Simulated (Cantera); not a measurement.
What does this Cantera script print?

```python
import numpy as np
import cantera as ct

gas = ct.Solution("gri30.yaml")
gas.TPX = 1375, 101325, {'CO': 0.0016, 'O2': 0.0045, 'H2O': 0.0024, 'N2': 1, 'H2': 0.045}
inlet = ct.Reservoir(gas, clone=True)

reactor = ct.IdealGasConstPressureReactor(gas, energy="off", clone=False)
exhaust = ct.Reservoir(gas, clone=True)
tau = [2.3, 0.61, 0.16, 0.044, 0.012, 0.0031, 0.00084][0]
for a, b in ((inlet, reactor), (reactor, exhaust)):
    ct.MassFlowController(a, b, mdot=lambda t: reactor.mass / tau)
net = ct.ReactorNet([reactor])
show = ['CO', 'O2', 'H2O', 'H2', 'NO', 'CO2', 'OH']

rows = []
print(f"{'tau/s':>10s}{'T/K':>9s}" + "".join(f"{s:>11s}" for s in show))
for tau in [2.3, 0.61, 0.16, 0.044, 0.012, 0.0031, 0.00084]:
    net.initial_time = 0.0
    net.advance(30 * tau)
    before = gas.X
    net.advance(40 * tau)
    drift = np.max(np.abs(gas.X - before) / (gas.X + 1e-9))
    rows.append([gas.T, *gas[show].X, drift])
    print(f"{tau:10.3e}{gas.T:9.1f}" + "".join(f"{x:11.3e}" for x in gas[show].X))
```

Output:

```
     tau/s      T/K         CO         O2        H2O         H2         NO        CO2         OH
 2.300e+00   1375.0  1.330e-03  3.188e-06  1.066e-02  3.444e-02  4.669e-09  1.950e-04  8.560e-07
 6.100e-01   1375.0  1.333e-03  6.248e-06  1.066e-02  3.437e-02  9.372e-09  1.919e-04  1.655e-06
 1.600e-01   1375.0  1.339e-03  1.242e-05  1.065e-02  3.424e-02  1.744e-08  1.859e-04  3.206e-06
 4.400e-02   1375.0  1.349e-03  2.448e-05  1.063e-02  3.401e-02  3.083e-08  1.753e-04  6.022e-06
 1.200e-02   1375.0  1.367e-03  4.999e-05  1.059e-02  3.362e-02  5.235e-08  1.571e-04  1.119e-05
 3.100e-03   1375.0  1.396e-03  1.120e-04  1.047e-02  3.304e-02  8.196e-08  1.270e-04  2.070e-05
 8.400e-04   1375.0  1.433e-03  2.716e-04  1.015e-02  3.257e-02  1.031e-07  8.848e-05  3.563e-05
```

Detailed kinetics in Cantera: GRI-Mech 3.0 (53 species, 325 reactions).
